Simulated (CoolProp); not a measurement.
Vapour-liquid equilibrium of R134a (1) + R124 (2) at 281.2 K; x and y are mole fractions of (1).

Computed with CoolProp (multi-fluid Helmholtz-energy mixture model, Tillner-Roth 1994 and de Vries 1995; pair parameters Bell 2016).

Problem. Give the bubble pressure and the first vapour's composition at x = 0.25, 0.55, 0.85. Is there an azeotrope?

Solution. x = 0.25: 0.2709 MPa, y = 0.378; x = 0.55: 0.3240 MPa, y = 0.670; x = 0.85: 0.3685 MPa, y = 0.894. No azeotrope shows between x = 0.05 and 0.95.

Pair parameters are fitted to limited data, so mixtures are less certain than the pure fluids.
